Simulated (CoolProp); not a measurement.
Saturation properties of dimethyl carbonate (Tc = 283.9 °C, pc = 49.09 bar, ω = 0.346).

The numbers come from the reference Helmholtz-energy equation of state, Zhou 2011 in CoolProp.

| T (°C) | p (bar) | liquid density (kg/m³) | vapour density (kg/m³) | enthalpy of vaporisation (kJ/kg) | liquid cp (kJ/(kg K)) |
|---|---|---|---|---|---|
| 34.95 | 0.1187 | 1050 | 0.4197 | 412.6 | 1.847 |
| 49.15 | 0.2244 | 1031 | 0.7616 | 403.3 | 1.870 |
| 63.35 | 0.3980 | 1012 | ___ | 393.9 | 1.897 |
| 77.55 | 0.6676 | 991.8 | 2.107 | 384.3 | 1.928 |
| 91.75 | 1.067 | 971.7 | 3.268 | 374.5 | 1.962 |
| 105.95 | 1.637 | 951.0 | 4.880 | 364.4 | 1.999 |
| 120.15 | 2.422 | 929.8 | 7.060 | 353.9 | 2.040 |
| 134.35 | 3.472 | 908.0 | ___ | 342.8 | 2.082 |
| 148.55 | 4.842 | 885.3 | 13.67 | 331.1 | 2.128 |
| 162.75 | 6.590 | 861.7 | 18.46 | 318.6 | 2.178 |
| 176.95 | ___ | ___ | 24.55 | 305.2 | 2.234 |
| 191.15 | ___ | 810.7 | 32.26 | 290.6 | 2.300 |
| 205.35 | 14.78 | 782.5 | 42.05 | 274.3 | 2.383 |

Task: Complete the blanks.

Result: 
- 63.35, vapour density (kg/m³): 1.300
- 134.35, vapour density (kg/m³): 9.938
- 176.95, p (bar): 8.781
- 176.95, liquid density (kg/m³): 836.9
- 191.15, p (bar): 11.49

It boils at 90.1 °C under 1 atm.
